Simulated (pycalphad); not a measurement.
CALPHAD calculation (pycalphad, COST 507 light-alloy database (1999)), 1 atm. No gas phase is included, though pure Mg would boil below 1650 K. The database dates from 1999; later assessments differ in places, in temperatures and in the compounds included. Not assessed as a whole: an extrapolation from subsystems, which can miss ternary compounds. Kinetics are ignored, which matters at the lower temperatures.

Molar enthalpy of Al-0.8717Mg-0.5782Fe-0.7789Si (wt.%) in equilibrium (SER reference):

| T (K) | H (kJ/mol) | phases |
|---|---|---|
| 1650 | 51.43 | liquid |
| 1575 | 49.05 | liquid |
| 1500 | 46.66 | liquid |
| 1425 | 44.28 | liquid |
| 1350 | 41.90 | liquid |
| 1275 | 39.52 | liquid |
| 1200 | 37.14 | liquid |
| 1125 | 34.76 | liquid |
| 1050 | 32.38 | liquid |
| 975 | 30.00 | liquid |
| 950 | 29.20 | liquid |
| 925 | 28.41 | liquid |
| 900 | 18.78 | fcc + liquid + AL13FE4 |
| 875 | 16.18 | fcc + ALFESI_BETA + ALFESI_ALPHA |
| 850 | 15.35 | fcc + ALFESI_BETA |
| 825 | 14.56 | fcc + ALFESI_BETA |
| 750 | 11.97 | fcc + ALFESI_BETA + MG2SI |
| 675 | 9.57 | fcc + ALFESI_BETA + MG2SI |
| 600 | 7.33 | fcc + ALFESI_BETA + MG2SI |
| 525 | 5.22 | fcc + ALFESI_BETA + MG2SI + ALFESI_ALPHA |
| 450 | 3.20 | fcc + ALFESI_BETA + MG2SI + ALFESI_ALPHA |
| 375 | 1.25 | fcc + ALFESI_BETA + MG2SI + ALFESI_ALPHA |

Cooling from 925 K to 875 K, across the freezing range, releases 12.2 kJ/mol, or 452 J/g. The slope is 32 J/(mol K) in the liquid and 33 J/(mol K) just below the solidus, where it includes any heat of precipitation. Liquidus 923 K, solidus 875 K. Changes were sought between steps of 25 K, so a narrower field can be missed.

Database names, with the compositions (at.%) that they take in these runs: AL13FE4: Al 76 Fe 24; ALFESI_BETA: Al 70 Fe 15 Si 15; ALFESI_ALPHA: Al 69-73 Fe 19 Si 8-12; MG2SI: Mg 67 Si 33.
